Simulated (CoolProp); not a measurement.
Model: reference Helmholtz-energy equation of state, Schmidt 1985, in CoolProp.

For oxygen, give the phase and the Z, cp (kJ/(kg K)), cv (kJ/(kg K)), viscosity (µPa s) at 174.2 K and 4.21 MPa.


- 174.2 K and 4.21 MPa: gas; Z 0.778, cp 1.43, cv 0.728, viscosity 14.5

Viscosity comes from a separate model (Lemmon 2004).
